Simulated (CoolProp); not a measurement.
Values from CoolProp's reference Helmholtz-energy equation of state, Schmidt 1985.

**Question.** For oxygen, give the phase and the density (kg/m³), conductivity (mW/(m K)), fugacity coefficient at -170.85 °C and 0.515 MPa; -170.85 °C and 6.65 MPa.

**Answer.** 
- -170.85 °C and 0.515 MPa: liquid; density 1080, conductivity 133, fugacity coefficient 0.560
- -170.85 °C and 6.65 MPa: liquid; density 1100, conductivity 139, fugacity coefficient 0.0536

Thermal conductivity comes from a separate model (Lemmon 2004).
